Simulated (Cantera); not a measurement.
# Ignition delay

Mixture: 6.22 % CH4, 19.7 % O2, 74.1 % N2, equivalence ratio 0.63, at 230000 Pa, adiabatic and at constant volume. Ignition delay is the time to a rise of 400 K.

Detailed kinetics in Cantera: GRI-Mech 3.0 (53 species, 325 reactions).

| T0 (K) | delay (ms) |
|---|---|
| 1000 | 347 |
| 1100 | 69.5 |
| 1200 | 16.4 |
| 1300 | 4.47 |
| 1400 | 1.39 |
| 1500 | 0.495 |
| 1600 | 0.202 |
| 1700 | 0.0942 |
| 1800 | 0.0488 |
| 1900 | 0.0275 |

```
Quantity                                                Result
--------------------------------------------------  ----------
apparent activation energy between 1700 and 1900 K  170 kJ/mol
```
